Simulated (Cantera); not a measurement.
## Equilibrium for fluorocarbon and chlorocarbon gases: C₂F₆ + HCl

A closed system holds: 1 mol C₂F₆, a varied amount of HCl, at 2300 °C and 0.443 Torr.

Cantera equilibrium calculation (NASA polynomials, part measured and part estimated; ideal gas, pure solids and liquids). Candidate condensed phases: C, C₆H₆, C₇H₈, C₈H₁₈; 118 gas species. The feed counts by its element totals alone. Equilibrium is a limit: real reactors are often held back by kinetics, nucleation or transport.

| n(HCl) (mol) | log p F | log p Cl | log p HF | log p CF | log p CF₂ | log p H | n C(graphite) |
|---|---|---|---|---|---|---|---|
| 0.099 | -3.28 | -5.01 | -5.01 | -4.67 | -4.72 | -7.26 | 1.54 |
| 0.14 | -3.28 | -4.86 | -4.86 | -4.67 | -4.73 | -7.11 | 1.54 |
| 0.21 | -3.29 | -4.69 | -4.69 | -4.69 | -4.75 | -6.92 | 1.55 |
| 0.3 | -3.31 | -4.54 | -4.54 | -4.70 | -4.77 | -6.76 | 1.56 |
| 0.43 | -3.33 | -4.39 | -4.40 | -4.72 | -4.81 | -6.60 | 1.57 |
| 0.63 | -3.35 | -4.24 | -4.25 | -4.75 | -4.87 | -6.42 | 1.59 |
| 0.91 | -3.39 | -4.10 | -4.11 | -4.79 | -4.95 | -6.24 | 1.62 |
| 1.3 | -3.45 | -3.97 | -3.98 | -4.84 | -5.07 | -6.05 | 1.65 |
| 1.9 | -3.54 | -3.85 | -3.85 | -4.93 | -5.25 | -5.84 | 1.70 |
| 2.7 | -3.67 | -3.74 | -3.75 | -5.07 | -5.51 | -5.60 | 1.75 |
log p: log10 of the partial pressure in bar; n: condensed amount in mol.

From 0.099 mol HCl to 2.7 mol HCl the condensed part is C(graphite). The main C-bearing gas is CF throughout. The share of C in condensed phases is highest at 2.7 mol HCl (87.5 %) and lowest at 0.099 mol HCl (76.9 %).
